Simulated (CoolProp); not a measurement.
The numbers come from the reference Helmholtz-energy equation of state, Thol 2022 in CoolProp.

Q: Give the vapour pressure (bar), enthalpy of vaporisation (kJ/kg), liquid cp (kJ/(kg K)) of saturated vinyl chloride at 276.4 K.

A: 
```
T (K)  p (bar)  enthalpy of vaporisation (kJ/kg)  liquid cp (kJ/(kg K))
-----  -------  --------------------------------  ---------------------
276.4     1.95                               341                   1.50
```
